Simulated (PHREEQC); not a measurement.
# Reverse-osmosis permeate (model solution)

A made-up water analysis in mg/L, 25 °C, pH 5.91, pe 9.1:

```
constituent          mg/L
------------------  -----
Na                   4.18
K                     0.3
Ca                   11.1
Mg                  0.884
Cl                    8.9
S(6) as SO4          1.74
Alkalinity as HCO3   31.4
N(5) as NO3         0.139
```

Na is adjusted to close the charge balance.
Valence states are taken as typed.

Model: ion-association model, phreeqc.dat, run in PHREEQC.

- ionic strength = 0.00113 mol/kgw

```
species  molality  activity   log γ
-------  --------  --------  ------
CO2       0.00137   0.00137   0.000
HCO3-    0.000514  0.000495  -0.016
Ca+2     0.000275  0.000237  -0.065
Cl-      0.000251  0.000242  -0.016
Na+      0.000170  0.000163  -0.016
Mg+2      3.61e-5   3.11e-5  -0.064
SO4-2     1.74e-5   1.49e-5  -0.065
K+        7.67e-6   7.39e-6  -0.016
NO3-      2.24e-6   2.16e-6  -0.017
CaHCO3+   1.55e-6   1.50e-6  -0.016
H+        1.28e-6   1.23e-6  -0.016
CaSO4     6.29e-7   6.29e-7   0.000
```

This is a speciation only: nothing precipitates in the calculation.
